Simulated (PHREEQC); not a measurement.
# Copper plating or etch bath: an equilibrium model

Make-up at 25 °C: 0.0023 mol Cu(BF4)2 and 0.053 mol Na2SO4 per kg of water. Closed to the air; pH follows from the charge balance.

The numbers come from PHREEQC with the ion-association model, phreeqc.dat.

| Property | Result |
|---|---|
| pH | 3.16 |
| ionic strength | 0.147 mol/kgw |
| specific conductance | 9240 µS/cm |
| density | 1.004 g/cm³ |
| total alkalinity | -13.8 meq/kg |

| species | molality | activity | log γ |
|---|---|---|---|
| Na+ | 0.0989 | 0.0755 | -0.117 |
| SO4-2 | 0.0436 | 0.0142 | -0.486 |
| NaSO4- | 0.00704 | 0.00539 | -0.116 |
| F- | 0.00313 | 0.00229 | -0.136 |
| BF4- | 0.00276 | 0.00210 | -0.119 |
| HF | 0.00229 | 0.00237 | 0.015 |
| HSO4- | 0.00126 | 0.000955 | -0.119 |
| H3BO3 | 0.00117 | 0.00121 | 0.015 |
| CuSO4 | 0.00114 | 0.00118 | 0.015 |
| Cu+2 | 0.00113 | 0.000407 | -0.445 |
| H+ | 0.000852 | 0.000690 | -0.092 |
| BF3OH- | 0.000427 | 0.000325 | -0.119 |
| BF2(OH)2- | 0.000246 | 0.000187 | -0.119 |
| NaF | 9.62e-5 | 9.95e-5 | 0.015 |
| HF2- | 2.74e-5 | 2.08e-5 | -0.119 |
| CuF+ | 2.23e-5 | 1.69e-5 | -0.119 |

No solid was allowed to form. Real BF4- forms and hydrolyses slowly; the run takes it at equilibrium.
